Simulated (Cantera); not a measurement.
An isothermal, constant-pressure homogeneous reactor starts with 25.2 % NH3, 74.8 % N2, at 1600 K and 1.01 bar.

Cantera simulation using the gas-phase N/H chemistry of the illustrative SiF4/NH3 mechanism in the Surface Chemkin manual (1991); the numbers are that mechanism's predictions, not measurements. Walls and surfaces, which speed up NH3 decomposition in real reactors, are not modelled.

**Question.** Predict: x(NH3) at 30.0 s; x(N2) at 30.0 s; x(N2H2) at 30.0 s; x(H2) at 30.0 s; x(H) at 30.0 s.

**Answer.** 
| Property | Value |
|---|---|
| x(NH3) at 30.0 s | 0.0397 (gas-phase equilibrium 6.47e-6) |
| x(N2) at 30.0 s | 0.706 (gas-phase equilibrium 0.698) |
| x(N2H2) at 30.0 s | 4.62e-9 (gas-phase equilibrium <1e-12) |
| x(H2) at 30.0 s | 0.254 (gas-phase equilibrium 0.302) |
| x(H) at 30.0 s | 2.42e-5 (gas-phase equilibrium 2.99e-5) |
